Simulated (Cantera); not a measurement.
Input: 1 mol AlN, 0.019 mol N₂, at 16.0 Pa.

Cantera equilibrium calculation (NASA polynomials, part measured and part estimated; ideal gas, pure solids and liquids). Candidate condensed phases: Al, AlN; 5 gas species. Equilibrium is a limit: real reactors are often held back by kinetics, nucleation or transport.

### Question
At 2823 K, list the 3 most abundant gas species with their mole fractions, and the condensed phases.

### Answer
Al 0.658, N₂ 0.342, N 0.000191. Condensed: gas only.
